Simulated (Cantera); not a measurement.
Si + HCl + H2 (chlorosilane synthesis and conversion)

A closed system holds: 1 mol Si, 1.3 mol HCl, 4.1 mol H2, equilibrated at 1400 °C and 0.100 bar.

Equilibrium computed with Cantera from the NASA thermochemical tables; the gas is ideal and each condensed phase is pure. Candidate condensed phases: Si; 19 gas species. The tables' values for SiCl3, SiCl are old estimates; treat these amounts as uncertain. Kinetics and transport are ignored.

The x(H2) is 0.823. The x(HCl) is 0.116, the x(SiCl2) is 0.0587 and the x(SiCl3) is 0.00218. The x(H) is 0.000327 and the x(SiHCl3) comes out as 0.000216. The x(SiCl4) is 0.000169 and the x(SiH2Cl2) is 4.75e-5. The x(Cl) is 3.59e-5, the n(Si(s)) comes out as 0.669 mol and the gas amount comes out as 5.393 mol.
